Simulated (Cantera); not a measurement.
**C2H4 + NH3 + H2 (carbon deposition, reforming and gasification)**

A closed system holds: 1 mol C2H4, 0.099 mol NH3, 0.51 mol H2, at 2.60 bar.

Cantera equilibrium calculation (NASA polynomials, part measured and part estimated; ideal gas, pure solids and liquids). Candidate condensed phases: C, C6H6, C7H8, C8H18; 92 gas species. Rates play no part.

| T (°C) | x H2 | x CH4 | x N2 | x HCN | x H | x C2H2 (acetylene) | n C(graphite) |
|---|---|---|---|---|---|---|---|
| 950 | 0.950 | 0.0313 | 0.0188 | 1.28e-5 | 1.82e-7 | 1.49e-7 | 1.92 |
| 1025 | 0.962 | 0.0192 | 0.0186 | 2.72e-5 | 6.52e-7 | 5.37e-7 | 1.95 |
| 1100 | 0.969 | 0.0123 | 0.0185 | 5.31e-5 | 2.03e-6 | 1.67e-6 | 1.97 |
| 1175 | 0.973 | 0.00822 | 0.0184 | 9.67e-5 | 5.64e-6 | 4.63e-6 | 1.98 |
| 1250 | 0.976 | 0.00570 | 0.0183 | 0.000166 | 1.42e-5 | 1.15e-5 | 1.98 |
| 1325 | 0.977 | 0.00409 | 0.0182 | 0.000270 | 3.26e-5 | 2.63e-5 | 1.99 |
| 1400 | 0.978 | 0.00302 | 0.0181 | 0.000420 | 6.99e-5 | 5.57e-5 | 1.99 |
| 1475 | 0.979 | 0.00229 | 0.0180 | 0.000628 | 0.000140 | 0.000111 | 1.99 |
| 1550 | 0.979 | 0.00178 | 0.0178 | 0.000906 | 0.000266 | 0.000207 | 1.99 |
| 1625 | 0.979 | 0.00141 | 0.0176 | 0.00127 | 0.000480 | 0.000368 | 1.99 |
x: gas mole fraction; n: condensed amount in mol.

From 950 °C to 1625 °C the condensed part is C(graphite). The main C-bearing gas is CH4 throughout.
